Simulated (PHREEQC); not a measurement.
Make-up at 25 °C: 0.0081 mol/kgw Pb(NO3)2 and 0.014 mol/kgw HNO3. Closed to the air; pH follows from the charge balance.

All values are PHREEQC results (ion-association model, phreeqc.dat), not measurements.

```
quantity                  before    after
-----------------------  -------  -------
pH                          1.92     1.92
PbNO3+ (mol/kgw)         0.00140  0.00237
PbOH+ (mol/kgw)          6.38e-9  8.92e-9
SI of Pb(OH)2 (Pb(OH)2)    -6.80    -6.65
```

**Question.** What was changed between the two runs?
A) temperature from 25 to 30 °C
B) HNO3 from 0.014 to 0.0154 mol/kgw
C) diluted 5-fold with water
D) Pb(NO3)2 from 0.0081 to 0.0121 mol/kgw

**Answer.** D, Pb(NO3)2 from 0.0081 to 0.0121 mol/kgw

Precipitation was switched off in this run.
